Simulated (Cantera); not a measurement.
What does this Cantera script print?

```python
import numpy as np
import cantera as ct

gas_names = """
    H HNO HNO2 HNO3 HO2 H2 H2O H2O2 N NH NH2 NH3 NH2OH NO NO2 NO3 N2 N2H2 N2H4 N2O O OH O2 O3 Si SiH
    SiH2 SiH3 SiH4 SiN SiO SiO2 Si2 Si2N Si3
""".split()
cond_names = """
    H2O(s) H2O(L) Si(cr) Si(L) SiO2(Lqz) SiO2(hqz) SiO2(L) Si2N2O(s) Si3N4(a)
""".split()


# ... load() reads the species with a 1 bar reference pressure and builds the phases ...
atoms = {
    'Si3N4': {'Si': 3, 'N': 4},
    'H2O': {'H': 2, 'O': 1},
}
top_T = {'Si2N2O(s)': 2100, 'Si3N4(a)': 2400}  # K; cautious upper limits of use, not melting points


# ... equilibrate(T, P, feed) seeds the gas with the atoms and calls Mixture.equilibrate('TP', solver="vcs", rtol=1e-11, max_steps=5000) ...
results = []
feed = {'Si3N4': 1, 'H2O': 0.11}  # mol
P = 95000  # Pa
for T in [1623, 1673, 1723, 1773, 1823, 1873, 1923, 1973]:
    mix = equilibrate(T, P, feed)
    results.append((T, P, feed, dict(zip(mix.species_names, mix.species_moles))))

top = {s: max(r[3][s] / sum(r[3][g] for g in gas_names) for r in results) for s in gas_names}
cols = sorted((s for s in top if top[s] > 0.001), key=lambda s: -top[s])[:9]
seen = [c for c in cond_names if any(r[3].get(c, 0) > 1e-12 for r in results)]
print("log10 of partial pressures in bar; condensed amounts in mol")
print(f"{'T/K':>10s}" + "".join(f"{s[:9]:>10s}" for s in cols + seen))
for T, P, feed, n in results:
    ng = sum(n[g] for g in gas_names)
    print(f"{T:10.4g}" + "".join(f"{np.log10(max(n[s] / ng * P / 1e5, 1e-99)):10.3f}" for s in cols)
          + "".join(f"{n.get(c, 0):10.4g}" for c in seen))
```

Output:

```
log10 of partial pressures in bar; condensed amounts in mol
       T/K        H2        N2       SiO         H Si2N2O(s)  Si3N4(a)
      1623    -0.147    -0.624    -5.775    -4.234      0.11    0.9267
      1673    -0.147    -0.624    -5.223    -4.017      0.11    0.9267
      1723    -0.147    -0.624    -4.703    -3.813      0.11    0.9267
      1773    -0.147    -0.624    -4.214    -3.620      0.11    0.9267
      1823    -0.148    -0.624    -3.752    -3.437      0.11    0.9267
      1873    -0.148    -0.624    -3.316    -3.264    0.1099    0.9267
      1923    -0.148    -0.624    -2.903    -3.100    0.1098    0.9267
      1973    -0.150    -0.625    -2.512    -2.945    0.1095    0.9268
```

Cantera equilibrium calculation (NASA polynomials, part measured and part estimated; ideal gas, pure solids and liquids). Mutual solubility and eutectic melting of coexisting phases are not modelled. Gases not in the tables: Si2H6 and higher silanes.
